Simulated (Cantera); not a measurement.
## Si3N4 + C + H2 (sublimation and decomposition of ceramics)

Charge: 1 mol Si3N4, 0.074 mol C, 0.11 mol H2, at 44.0 mbar.

These are equilibrium values from Cantera (NASA tables, ideal gas, pure condensed phases), not measurements of a reactor. Candidate condensed phases: C, C6H6, C7H8, C8H18, Si, SiC, Si3N4; 105 gas species. Mutual solubility and eutectic melting of coexisting phases are not modelled. The tables' values for SiN are old estimates; treat these amounts as uncertain. Gases not in the tables: Si2H6 and higher silanes. Rates play no part.

| T (K) | x N2 | x H2 | x Si | x H | x Si2C | n SiC(s) | n Si3N4(s) | n Si(l) |
|---|---|---|---|---|---|---|---|---|
| 1550 | 0.309 | 0.690 | 3.27e-8 | 0.000125 | 7.28e-11 | 0.0740 | 0.975 | 0 |
| 1625 | 0.309 | 0.690 | 3.85e-7 | 0.000279 | 1.45e-9 | 0.0740 | 0.975 | 0 |
| 1700 | 0.309 | 0.690 | 3.64e-6 | 0.000583 | 2.20e-8 | 0.0740 | 0.975 | 0 |
| 1775 | 0.309 | 0.689 | 2.83e-5 | 0.00115 | 2.63e-7 | 0.0740 | 0.975 | 0 |
| 1850 | 0.442 | 0.555 | 0.000147 | 0.00191 | 2.01e-6 | 0.0740 | 0.956 | 0.0571 |
| 1925 | 0.947 | 0.0515 | 0.000395 | 0.00103 | 7.79e-6 | 0.0738 | 0 | 2.93 |
| 2000 | 0.946 | 0.0510 | 0.000990 | 0.00175 | 2.71e-5 | 0.0735 | 0 | 2.92 |
| 2075 | 0.944 | 0.0503 | 0.00232 | 0.00285 | 8.60e-5 | 0.0731 | 0 | 2.92 |
| 2150 | 0.940 | 0.0491 | 0.00510 | 0.00446 | 0.000251 | 0.0723 | 0 | 2.91 |
| 2225 | 0.932 | 0.0474 | 0.0106 | 0.00672 | 0.000680 | 0.0706 | 0 | 2.90 |
| 2300 | 0.919 | 0.0449 | 0.0212 | 0.00977 | 0.00172 | 0.0671 | 0 | 2.87 |
| 2375 | 0.895 | 0.0412 | 0.0403 | 0.0137 | 0.00410 | 0.0595 | 0 | 2.82 |
x: gas mole fraction; n: condensed amount in mol.

From 1550 K to 1775 K the condensed part is SiC(s) + Si3N4(s). At 1850 K the condensed part is Si(l) + SiC(s) + Si3N4(s). From 1925 K to 2375 K the condensed part is Si(l) + SiC(s). The main Si-bearing gas is SiH2 at 1550 K and Si at 2375 K.
